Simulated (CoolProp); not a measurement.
Hydrogen chloride along the isobar 10400 kPa: Z from the reference equation and from simpler models built on Tc = 324.7 K, pc = 8314 kPa, ω = 0.130; each cubic takes its own stable root.

The numbers come from the reference Helmholtz-energy equation of state, Thol 2018 in CoolProp.

```csv
T (K),phase,reference
279.7,liquid,0.1736
289.9,liquid,0.1749
300.1,liquid,0.1781
310.4,liquid,0.1841
320.6,liquid,0.1960
330.8,supercritical,0.2288
341.1,supercritical,0.4091
351.3,supercritical,0.5350
361.5,supercritical,0.6078
371.8,supercritical,0.6601
382,supercritical,0.7002
```

Q: How far does each simpler model (Redlich-Kwong, Soave-Redlich-Kwong, Peng-Robinson) lie from the reference over these 11 states: mean and median of the absolute difference, and the worst?

A: 
- Redlich-Kwong: mean 13.7 %, median 19.7 %, worst +27.6 % at 330.8 K and 10400 kPa
- Soave-Redlich-Kwong: mean 15.1 %, median 17.6 %, worst +29.9 % at 330.8 K and 10400 kPa
- Peng-Robinson: mean 6.0 %, median 4.1 %, worst +18.9 % at 330.8 K and 10400 kPa
